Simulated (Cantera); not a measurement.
Input: 1 mol SiH2Cl2, 0.065 mol HCl, 210 mol N2, 0.12 mol Cl2, held at 775 °C and 94.0 mbar.

Cantera equilibrium calculation (NASA polynomials, part measured and part estimated; ideal gas, pure solids and liquids). N2 is the only nitrogen source here; it is nearly inert below about 1500 K, so the nitride shown seldom forms there in practice. The numbers say what is thermodynamically allowed, not how fast it happens.

| species | before | after |
|---|---|---|
| N2 | 0.990 | 0.968 |
| HCl | 0.00809 | 0.0251 |
| H2 | 0.000837 | 0.00397 |
| SiCl4 | 0.000700 | 0.00294 |
| Si3N4(s), mol | 0.284 | 0.272 |
Gas species are given as mole fractions.

Name the change that produced these shifts.
A. Cl2 from 0.12 to 0.71 mol
B. SiH2Cl2 replaced by Si3H8
C. SiH2Cl2 replaced by Si2Cl6
D. N2 from 210 to 61 mol

D, N2 from 210 to 61 mol
